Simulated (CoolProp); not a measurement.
Vapour-liquid equilibrium of acetone (1) + dimethyl carbonate (2) at 49.3 kPa; x and y are mole fractions of (1).

Computed with CoolProp (multi-fluid Helmholtz-energy mixture model, Lemmon 2006 and Zhou 2011; pair parameters Bell 2016).

```json
[
 {"x": "0.05", "bubble temperature, mixture model (K)": "338.9", "bubble temperature, Raoult's law (K)": "339.4", "y, mixture model": "0.157", "y, Raoult's law": "0.144"},
 {"x": "0.2", "bubble temperature, mixture model (K)": "331.3", "bubble temperature, Raoult's law (K)": "332.2", "y, mixture model": "0.462", "y, Raoult's law": "0.454"},
 {"x": "0.35", "bubble temperature, mixture model (K)": "325.7", "bubble temperature, Raoult's law (K)": "326.3", "y, mixture model": "0.644", "y, Raoult's law": "0.650"},
 {"x": "0.5", "bubble temperature, mixture model (K)": "321.2", "bubble temperature, Raoult's law (K)": "321.4", "y, mixture model": "0.769", "y, Raoult's law": "0.781"},
 {"x": "0.65", "bubble temperature, mixture model (K)": "317.2", "bubble temperature, Raoult's law (K)": "317.3", "y, mixture model": "0.861", "y, Raoult's law": "0.872"},
 {"x": "0.8", "bubble temperature, mixture model (K)": "313.7", "bubble temperature, Raoult's law (K)": "313.7", "y, mixture model": "0.932", "y, Raoult's law": "0.938"},
 {"x": "0.95", "bubble temperature, mixture model (K)": "310.6", "bubble temperature, Raoult's law (K)": "310.6", "y, mixture model": "0.985", "y, Raoult's law": "0.986"}
]
```

The largest gap from Raoult's law is -0.9 K in bubble temperature, at x = 0.2. No azeotrope shows between x = 0.05 and 0.95.

Pair parameters are fitted to limited data, so mixtures are less certain than the pure fluids.
